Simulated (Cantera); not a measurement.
What does this Cantera script print?

```python
import numpy as np
import cantera as ct

gas = ct.Solution("gri30.yaml")
gas.TPX = 1300, 101325, {'N2O': 1}
reactor = ct.IdealGasConstPressureReactor(gas, energy="off", clone=False)
net = ct.ReactorNet([reactor])
net.rtol, net.atol = 1e-08, 1e-18
show = ['N2O', 'NO2', 'NO', 'N2', 'O']
times = np.geomspace(1e-06, 30, 15)

steps = ct.SolutionArray(gas, extra=["t"])
rows = []
print(f"{'t/s':>10s}{'T/K':>9s}{'P/Pa':>11s}" + "".join(f"{s:>11s}" for s in show))
for t in times:
    while net.time < t:
        t_next = net.step()
        steps.append(gas.state, t=t_next)
    rows.append([np.interp(t, steps.t, y) for y in (steps.T, steps.P, *steps(*show).X.T)])
    print(f"{t:10.3e}{rows[-1][0]:9.1f}{rows[-1][1]:11.4g}" + "".join(f"{x:11.3e}" for x in rows[-1][2:]))
rate = np.gradient(steps.T, steps.t)
print("integrator steps:", len(steps.t))
if steps.T.max() > steps.T[0] + 200:
    print(f"time of steepest temperature rise: {steps.t[rate.argmax()]:.4e} s")
gas.TPX = 1300, 101325, {'N2O': 1}
gas.equilibrate("TP")
print(f"equilibrium (TP): T = {gas.T:.1f} K  " + "  ".join(f"{s} {gas[s].X[0]:.3e}" for s in show))
```

It prints:

```
       t/s      T/K       P/Pa        N2O        NO2         NO         N2          O
 1.000e-06   1300.0  1.013e+05  1.000e+00  8.180e-15  5.480e-08  1.852e-06  1.511e-06
 3.420e-06   1300.0  1.013e+05  1.000e+00  7.903e-13  5.387e-07  7.341e-06  3.985e-06
 1.170e-05   1300.0  1.013e+05  9.999e-01  4.096e-11  3.884e-06  3.096e-05  6.757e-06
 4.002e-05   1300.0  1.013e+05  9.998e-01  8.777e-10  1.801e-05  1.194e-04  7.219e-06
 1.369e-04   1300.0  1.013e+05  9.993e-01  1.196e-08  6.674e-05  4.232e-04  7.219e-06
 4.682e-04   1300.0  1.013e+05  9.976e-01  1.415e-07  2.331e-04  1.461e-03  7.217e-06
 1.601e-03   1300.0  1.013e+05  9.919e-01  1.502e-06  7.979e-04  4.990e-03  7.209e-06
 5.477e-03   1300.0  1.013e+05  9.727e-01  1.261e-05  2.685e-03  1.685e-02  7.172e-06
 1.873e-02   1300.0  1.013e+05  9.110e-01  6.674e-05  8.692e-03  5.496e-02  7.025e-06
 6.408e-02   1300.0  1.013e+05  7.384e-01  2.236e-04  2.509e-02  1.618e-01  6.530e-06
 2.192e-01   1300.0  1.013e+05  4.040e-01  5.053e-04  5.415e-02  3.702e-01  5.071e-06
 7.497e-01   1300.0  1.013e+05  9.400e-02  7.014e-04  7.289e-02  5.674e-01  2.115e-06
 2.564e+00   1300.0  1.013e+05  3.071e-03  8.495e-04  7.318e-02  6.279e-01  1.798e-07
 8.771e+00   1300.0  1.013e+05  1.566e-06  9.428e-04  7.297e-02  6.300e-01  9.632e-08
 3.000e+01   1300.0  1.013e+05  1.491e-06  9.415e-04  7.286e-02  6.301e-01  9.633e-08
integrator steps: 1180
equilibrium (TP): T = 1300.0 K  N2O 2.829e-08  NO2 6.318e-06  NO 4.609e-04  N2 6.664e-01  O 1.021e-07
```

Cantera simulation using GRI-Mech 3.0 (53 species, 325 reactions); the numbers are that mechanism's predictions, not measurements. GRI-Mech 3.0 was tuned for natural gas; its chemistry of N2O as a main component is partial and can be far from experiment. The mechanism lacks the step 2 NO + O2 → 2 NO2, which can matter for NO2 below about 1400 K. The temperature is held fixed by assumption; the heat of reaction is taken as removed at once.
